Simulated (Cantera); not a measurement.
A Cantera script and its output.

```python
import numpy as np
import cantera as ct

gas = ct.Solution("gri30.yaml")
gas.TPX = 1400, 500000, {'CO': 0.0011, 'O2': 0.065, 'H2O': 0.00017, 'N2': 1, 'CH4': 0.0026}
reactor = ct.IdealGasConstPressureReactor(gas, energy="off", clone=False)
net = ct.ReactorNet([reactor])
net.rtol, net.atol = 1e-08, 1e-18
show = ['CO', 'O2', 'H2O', 'H2O2', 'CO2']
times = np.geomspace(1e-05, 8, 9)

steps = ct.SolutionArray(gas, extra=["t"])
rows = []
print(f"{'t/s':>10s}{'T/K':>9s}{'P/Pa':>11s}" + "".join(f"{s:>11s}" for s in show))
for t in times:
    while net.time < t:
        t_next = net.step()
        steps.append(gas.state, t=t_next)
    rows.append([np.interp(t, steps.t, y) for y in (steps.T, steps.P, *steps(*show).X.T)])
    print(f"{t:10.3e}{rows[-1][0]:9.1f}{rows[-1][1]:11.4g}" + "".join(f"{x:11.3e}" for x in rows[-1][2:]))
rate = np.gradient(steps.T, steps.t)
print("integrator steps:", len(steps.t))
if steps.T.max() > steps.T[0] + 200:
    print(f"time of steepest temperature rise: {steps.t[rate.argmax()]:.4e} s")
gas.TPX = 1400, 500000, {'CO': 0.0011, 'O2': 0.065, 'H2O': 0.00017, 'N2': 1, 'CH4': 0.0026}
gas.equilibrate("TP")
print(f"equilibrium (TP): T = {gas.T:.1f} K  " + "  ".join(f"{s} {gas[s].X[0]:.3e}" for s in show))
```

It prints:

```
       t/s      T/K       P/Pa         CO         O2        H2O       H2O2        CO2
 1.000e-05   1400.0      5e+05  1.029e-03  6.081e-02  1.590e-04  9.846e-12  2.516e-09
 5.469e-05   1400.0      5e+05  1.029e-03  6.081e-02  1.591e-04  7.739e-11  1.689e-08
 2.991e-04   1400.0      5e+05  1.029e-03  6.081e-02  1.612e-04  4.534e-10  2.059e-07
 1.636e-03   1400.0      5e+05  1.966e-03  5.633e-02  4.977e-03  9.936e-08  1.493e-03
 8.944e-03   1400.0      5e+05  7.427e-05  5.549e-02  5.017e-03  7.588e-09  3.389e-03
 4.891e-02   1400.0      5e+05  8.763e-07  5.546e-02  5.024e-03  5.516e-10  3.463e-03
 2.675e-01   1400.0      5e+05  6.512e-09  5.546e-02  5.025e-03  2.960e-10  3.463e-03
 1.463e+00   1400.0      5e+05  6.492e-09  5.546e-02  5.025e-03  2.959e-10  3.463e-03
 8.000e+00   1400.0      5e+05  6.492e-09  5.546e-02  5.025e-03  2.959e-10  3.463e-03
integrator steps: 1720
equilibrium (TP): T = 1400.0 K  CO 6.504e-09  O2 5.525e-02  H2O 5.025e-03  H2O2 2.953e-10  CO2 3.463e-03
```

Detailed kinetics in Cantera: GRI-Mech 3.0 (53 species, 325 reactions).
